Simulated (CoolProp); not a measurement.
Vapour-liquid equilibrium of R22 (1) + benzene (2) at 323.2 K; x and y are mole fractions of (1).

Values from CoolProp's multi-fluid Helmholtz-energy mixture model, Kamei 1995 and Thol 2012; pair parameters Bell 2016.

Give the bubble pressure and the first vapour's composition at x = 0.275, 0.5, 0.575. Is there an azeotrope?

x = 0.275: 533.2 kPa, y = 0.938; x = 0.5: 904.3 kPa, y = 0.969; x = 0.575: 1037 kPa, y = 0.976. No azeotrope shows between x = 0.05 and 0.95.

The pair parameters rest on a limited set of measurements; away from them the model extrapolates. The gap from Raoult's law changes sign with composition, which may be real or a fault of the pair parameters; it wasn't checked against measurements.
